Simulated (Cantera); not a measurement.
A perfectly stirred reactor is fed with CH₄ : C₂H₆ : O₂ : N₂ = 1 : 1.3 : 13.6 : 51.3 (molar parts), at 5.00 bar; it is adiabatic with a 523 K inlet, and is followed from long to short residence time, starting on the burning branch (τ in s: 0.052, 0.024, 0.011, 0.0052, 0.0024, 0.0011, 0.00051, 0.00024, 0.00011, 5.1e-05, 2.4e-05).

Computed with Cantera and GRI-Mech 3.0 (53 species, 325 reactions).

Question: Predict: blow-out, bracketed by the residence times tried; x(CH₄) at τ = 52.0 ms; x(C₂H₆) at τ = 52.0 ms; x(O₂) at τ = 52.0 ms; x(OH) at τ = 52.0 ms; x(N₂O) at τ = 52.0 ms; x(CH₄) at τ = 1.10 ms; x(C₂H₆) at τ = 1.10 ms; x(O₂) at τ = 1.10 ms; x(OH) at τ = 1.10 ms; x(N₂O) at τ = 1.10 ms.

Answer: 
- blow-out, bracketed by the residence times tried = burning at 0.510 ms, out at 0.240 ms
- x(CH₄) at τ = 52.0 ms = 4.86e-6
- x(C₂H₆) at τ = 52.0 ms = 1.56e-6
- x(O₂) at τ = 52.0 ms = 0.104
- x(OH) at τ = 52.0 ms = 0.000317
- x(N₂O) at τ = 52.0 ms = 1.23e-6
- x(CH₄) at τ = 1.10 ms = 7.67e-5
- x(C₂H₆) at τ = 1.10 ms = 2.56e-5
- x(O₂) at τ = 1.10 ms = 0.106
- x(OH) at τ = 1.10 ms = 0.000785
- x(N₂O) at τ = 1.10 ms = 2.42e-6
